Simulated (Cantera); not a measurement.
A closed system holds: 1 mol CuO, 1800 mol H₂, at 1850 K.

These are equilibrium values from Cantera (NASA tables, ideal gas, pure condensed phases), not measurements of a reactor. Candidate condensed phases: Cu, CuO, Cu(OH)₂, Cu₂O, H₂O; 12 gas species. Equilibrium is a limit: real reactors are often held back by kinetics, nucleation or transport.

x: gas mole fraction; n: condensed amount in mol.

```csv
P (Pa),x H₂,x H,x H₂O,x Cu,x OH,x Cu₂,x O,n Cu(l)
10,0.947,0.0524,0.000538,0.000541,2.20e-6,[?],9.30e-8,0
68,0.978,0.0204,0.000549,0.000550,8.47e-7,[?],1.35e-8,0
460,0.991,0.00791,0.000553,0.000553,3.26e-7,[?],1.98e-9,0
3200,0.996,0.00301,0.000554,0.000554,1.24e-7,[?],2.84e-10,0
22000,0.998,0.00115,0.000555,0.000555,4.71e-8,[?],4.13e-11,0
150000,0.998,0.000440,0.000555,0.000553,1.81e-8,[?],6.06e-12,0
1000000,0.999,0.000170,0.000555,9.50e-5,6.99e-9,[?],<1e-12,0.828
```

Q: Complete the blanks.

A: 
- 10, x Cu₂: 7.28e-11
- 68, x Cu₂: 5.11e-10
- 460, x Cu₂: 3.50e-9
- 3200, x Cu₂: 2.45e-8
- 22000, x Cu₂: 1.68e-7
- 150000, x Cu₂: 1.14e-6
- 1000000, x Cu₂: 2.25e-7
